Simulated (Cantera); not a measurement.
An adiabatic, constant-pressure homogeneous reactor starts with H₂ : O₂ : N₂ = 1 : 0.5 : 2.25 (molar parts), equivalence ratio 1.0, at 1050 K and 2850 Torr. Integrator tolerance rtol = 1e-08.

Cantera simulation using the H2/O2 subset of GRI-Mech 3.0, which has no nitrogen chemistry; the numbers are that mechanism's predictions, not measurements. The hydrogen kinetics of GRI-Mech 3.0 are dated; newer H2 mechanisms differ, most at raised pressure.

**Question.** What does this change do: O2 0.5 to 0.16 parts?

**Answer.** 
```tsv
quantity	before	after
time of steepest temperature rise	2.20 ms	2.21 ms
temperature at 0.400 s	2704 K	1748 K
equilibrium temperature	2704 K	1748 K
x(H₂) at 0.400 s	0.0228 (gas-phase equilibrium 0.0228)	0.209 (gas-phase equilibrium 0.209)
x(O₂) at 0.400 s	0.00824 (gas-phase equilibrium 0.00824)	6.26e-11 (gas-phase equilibrium 6.26e-11)
x(OH) at 0.400 s	0.0137 (gas-phase equilibrium 0.0137)	1.47e-6 (gas-phase equilibrium 1.47e-6)
x(H₂O) at 0.400 s	0.270 (gas-phase equilibrium 0.270)	0.0985 (gas-phase equilibrium 0.0985)
x(H) at 0.400 s	0.00451 (gas-phase equilibrium 0.00451)	5.38e-5 (gas-phase equilibrium 5.38e-5)
```
